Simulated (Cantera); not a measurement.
Standard-state values (1 bar) from the NASA 1993 polynomials, evaluated with Cantera. Values are per mole of reaction as written; species without (g) are pure solids or liquids, kept so even where they would boil at 1 bar.

3 NiS₂ → 2 S + Ni₃S₄, with ΔH° = 93.0 kJ and ΔS° = 34.7 J/K at 300 K.

Q: How far is the shortcut ΔG° ≈ ΔH°(300 K) − T·ΔS°(300 K) from the full temperature-dependent value at 423, 448, 473, 498, 523, 548, 573, 598 K?

A: 
```json
[
 {"T (K)": "423", "shortcut (kJ)": "78.3", "full (kJ)": "77.8", "difference (kJ)": "0.5", "difference in log10 K": "-0.07", "condensed phases": "NiS₂(s), S(l), Ni₃S₄(s)"},
 {"T (K)": "448", "shortcut (kJ)": "77.5", "full (kJ)": "76.5", "difference (kJ)": "0.9", "difference in log10 K": "-0.11", "condensed phases": "NiS₂(s), S(l), Ni₃S₄(s)"},
 {"T (K)": "473", "shortcut (kJ)": "76.6", "full (kJ)": "75.2", "difference (kJ)": "1.4", "difference in log10 K": "-0.15", "condensed phases": "NiS₂(s), S(l), Ni₃S₄(s)"},
 {"T (K)": "498", "shortcut (kJ)": "75.7", "full (kJ)": "73.8", "difference (kJ)": "1.9", "difference in log10 K": "-0.20", "condensed phases": "NiS₂(s), S(l), Ni₃S₄(s)"},
 {"T (K)": "523", "shortcut (kJ)": "74.9", "full (kJ)": "72.4", "difference (kJ)": "2.5", "difference in log10 K": "-0.25", "condensed phases": "NiS₂(s), S(l), Ni₃S₄(s)"},
 {"T (K)": "548", "shortcut (kJ)": "74.0", "full (kJ)": "70.8", "difference (kJ)": "3.2", "difference in log10 K": "-0.30", "condensed phases": "NiS₂(s), S(l), Ni₃S₄(s)"},
 {"T (K)": "573", "shortcut (kJ)": "73.1", "full (kJ)": "69.3", "difference (kJ)": "3.9", "difference in log10 K": "-0.35", "condensed phases": "NiS₂(s), S(l), Ni₃S₄(s)"},
 {"T (K)": "598", "shortcut (kJ)": "72.3", "full (kJ)": "67.6", "difference (kJ)": "4.6", "difference in log10 K": "-0.40", "condensed phases": "NiS₂(s), S(l), Ni₃S₄(s)"}
]
```
The shortcut ignores heat capacities and the phase changes listed.
